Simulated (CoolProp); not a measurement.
R1233zd(E) along the isotherm -8.95 °C: density (kg/m³) from the reference equation and from simpler models built on Tc = 165.7 °C, pc = 35.83 bar, ω = 0.304; each cubic takes its own stable root.

Computed with CoolProp (reference Helmholtz-energy equation of state, Akasaka 2022).

```csv
p (bar),phase,reference,Redlich-Kwong,Soave-Redlich-Kwong
1.38,liquid,1342,1161,1205
2.76,liquid,1342,1162,1206
4.13,liquid,1342,1162,1206
5.51,liquid,1342,1163,1206
6.89,liquid,1343,1163,1207
8.27,liquid,1343,1164,1207
9.65,liquid,1343,1164,1208
11,liquid,1344,1165,1208
12.4,liquid,1344,1165,1208
13.8,liquid,1344,1166,1209
15.2,liquid,1344,1167,1209
16.5,liquid,1345,1167,1210
17.9,liquid,1345,1168,1210
```
